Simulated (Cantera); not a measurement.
Feed: 1 mol Si₂Cl₆, 52 mol N₂, 11 mol H₂, held at 1825 K and 0.0700 bar.

Method: chemical equilibrium by Gibbs-energy minimisation in Cantera with the NASA 1993 tables (ideal gas, pure condensed phases). Candidate condensed phases: NH₄Cl, Si, Si₃N₄; 28 gas species. The feed counts by its element totals alone. The tables' values for SiCl₃, SiCl are old estimates; treat these amounts as uncertain. Rates play no part.

**Question.** What is the equilibrium state?

**Answer.** 
| Property | Result |
|---|---|
| x(N₂) | 0.786 |
| x(H₂) | 0.142 |
| x(HCl) | 0.0499 |
| x(SiCl₂) | 0.0202 |
| x(H) | 0.000628 |
| x(SiCl₃) | 0.000320 |
| x(Cl) | 0.000168 |
| x(SiCl) | 6.55e-5 |
| x(Si) | 2.50e-5 |
| n(Si₃N₄(s)) | 0.217 mol |
| gas amount | 65.59 mol |
| log10 activity of Si(l) (absent) | -0.41 |
